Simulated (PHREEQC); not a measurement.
**Acid rinse or clean (model solution)**

Solution (20 °C): 0.0045 mol/kgw HCl and 0.013 mol/kgw NaCl. Closed to the air; pH follows from the charge balance.

Model: ion-association model, phreeqc.dat, run in PHREEQC.

Each row changes one thing in this solution. This is a speciation only: nothing precipitates in the calculation.

```tsv
case	pH	SI of Halite (NaCl)
as made	2.40	-5.32
diluted 100-fold with water	4.35	-9.22
HCl left out	7.08	-5.44
diluted 5-fold with water	3.07	-6.66
HCl from 0.0045 to 0.00405 mol/kgw	2.44	-5.33
```

Complexes and solids missing from the database can't appear.
